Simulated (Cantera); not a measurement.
Input (Python, Cantera) and output of one run.

```python
import numpy as np
import cantera as ct

gas_names = """
    H2 NH3 SiH2
""".split()
cond_names = """
    Si3N4(a)
""".split()


# ... load() reads the species with a 1 bar reference pressure and builds the phases ...
species = {s.name: s for s in load("nasa_gas.yaml", gas_names) + load("nasa_condensed.yaml", cond_names)}
# Each term lists the table entries of one substance; the one whose range holds T is used.
reactions = {
    '9 H2(g) + Si3N4 = 4 NH3(g) + 3 SiH2(g)':
        [(-9, ['H2']), (-1, ['Si3N4(a)']), (4, ['NH3']), (3, ['SiH2'])],
}


def pick(names, T):
    return next(species[n] for n in names if species[n].thermo.min_temp <= T <= species[n].thermo.max_temp)


results = []
for label, terms in reactions.items():
    print(label)
    print("     T/K   dH/kJ  dS/(J/K)   dG/kJ   log10 K")
    for T in [373, 573, 773, 973, 1173, 1373, 1573, 1773, 1973, 2173, 2373]:
        used = [(nu, pick(names, T)) for nu, names in terms]
        dH = sum(nu * s.thermo.h(T) for nu, s in used) / 1e6
        dS = sum(nu * s.thermo.s(T) for nu, s in used) / 1e3
        dG = dH - T * dS / 1e3
        logK = -dG * 1e6 / (ct.gas_constant * T * np.log(10))
        results.append((label, T, dH, dS, dG, logK, [s.name for _, s in used]))
        print(f"{T:8g} {dH:8.1f} {dS:8.1f} {dG:8.1f} {logK:8.2f}")
```

Result:

```
9 H2(g) + Si3N4 = 4 NH3(g) + 3 SiH2(g)
     T/K   dH/kJ  dS/(J/K)   dG/kJ   log10 K
     373   1289.0     80.4   1259.0  -176.30
     573   1271.2     41.6   1247.3  -113.70
     773   1259.7     24.3   1240.9   -83.85
     973   1251.4     14.7   1237.1   -66.41
    1173   1244.5      8.3   1234.8   -54.99
    1373   1237.7      2.9   1233.7   -46.93
    1573   1231.2     -1.5   1233.6   -40.96
    1773   1224.8     -5.3   1234.3   -36.36
    1973   1218.7     -8.6   1235.7   -32.71
    2173   1212.8    -11.5   1237.7   -29.75
    2373   1206.9    -14.0   1240.2   -27.30
```

Standard-state values (1 bar) from the NASA 1993 polynomials, evaluated with Cantera. Condensed species are held in their standard states even where they would react or evaporate.
